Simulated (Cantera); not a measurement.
A perfectly stirred reactor is fed with CH4 : H2O = 1 : 2.9 (molar parts), at 0.240 bar; it is held at 1498 K, and followed from long to short residence time.

Cantera simulation using GRI-Mech 3.0 (53 species, 325 reactions); the numbers are that mechanism's predictions, not measurements.

**Question.** What does this change do: pressure from 0.240 bar to 5.00 bar?

**Answer.** 
| quantity | before | after |
|---|---|---|
| x(CH4) at τ = 0.910 s | 0.145 | 0.114 |
| x(H2O) at τ = 0.910 s | 0.663 | 0.601 |
| x(C2H6) at τ = 0.910 s | 0.000142 | 0.000132 |
| x(CO2) at τ = 0.910 s | 0.00265 | 0.0142 |
| x(O) at τ = 0.910 s | 2.46e-11 | 1.69e-12 |
| x(CH4) at τ = 25.0 ms | 0.248 | 0.223 |
| x(H2O) at τ = 25.0 ms | 0.740 | 0.725 |
| x(C2H6) at τ = 25.0 ms | 0.000522 | 0.000622 |
| x(CO2) at τ = 25.0 ms | 1.50e-6 | 8.41e-5 |
| x(O) at τ = 25.0 ms | 6.29e-11 | 4.25e-12 |

**Question.** What does this change do: pressure from 0.240 bar to 2.20 bar?

**Answer.** 
```tsv
quantity	before	after
x(CH4) at τ = 0.910 s	0.145	0.108
x(H2O) at τ = 0.910 s	0.663	0.609
x(C2H6) at τ = 0.910 s	0.000142	9.04e-5
x(CO2) at τ = 0.910 s	0.00265	0.0105
x(O) at τ = 0.910 s	2.46e-11	3.00e-12
x(CH4) at τ = 25.0 ms	0.248	0.230
x(H2O) at τ = 25.0 ms	0.740	0.730
x(C2H6) at τ = 25.0 ms	0.000522	0.000696
x(CO2) at τ = 25.0 ms	1.50e-6	3.45e-5
x(O) at τ = 25.0 ms	6.29e-11	1.00e-11
```
